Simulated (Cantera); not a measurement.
Charge: 1 mol C2H2, 0.52 mol CO2, 2 mol H2, at 1.33 mbar.

These are equilibrium values from Cantera (NASA tables, ideal gas, pure condensed phases), not measurements of a reactor. Candidate condensed phases: C, C6H6, C7H8, C8H18, H2O; 110 gas species. Kinetics and transport are ignored.

Over these rows the condensed part is C(graphite). Partial pressures as log10 of bar:

```json
[
 {"T (K)": "700", "1000/T (1/K)": "1.4286", "log p H2O": "-4.19", "log p H2": "-2.99", "log p CO": "-3.83"},
 {"T (K)": "750", "1000/T (1/K)": "1.3333", "log p H2O": "-4.62", "log p H2": "-3.00", "log p CO": "-3.58"},
 {"T (K)": "800", "1000/T (1/K)": "1.2500", "log p H2O": "-5.13", "log p H2": "-3.00", "log p CO": "-3.49"},
 {"T (K)": "850", "1000/T (1/K)": "1.1765", "log p H2O": "-5.63", "log p H2": "-3.00", "log p CO": "-3.47"},
 {"T (K)": "900", "1000/T (1/K)": "1.1111", "log p H2O": "?", "log p H2": "-3.00", "log p CO": "-3.47"},
 {"T (K)": "950", "1000/T (1/K)": "1.0526", "log p H2O": "-6.50", "log p H2": "-3.00", "log p CO": "-3.47"}
]
```

Problem. Fit log p(H2O) = a + b·(1000/T) to the five rows, give the apparent enthalpy, and predict the row at 900 K.

Solution. Means: 1000/T = 1.2482, log p = -5.214. Sxy = 0.516799, Sxx = 0.0831897, so b = 6.21 and a = -5.214 − (6.21)×1.2482 = -12.97.
Apparent enthalpy: −19.145 × (6.21) = -119 kJ/mol. With the condensed phases at unit activity, H2(g) + CO(g) = H2O(g) + C(graphite) links this pressure to the main gases: over the six rows their terms move log p by +0.35 in all, so the slope isn't that reaction's ΔH° alone. The five rows lie within 0.09 of the line.
Prediction at 900 K: -12.97 + (6.21)×1.1111 = -6.07. The computed value is -6.09, 0.02 from the line.
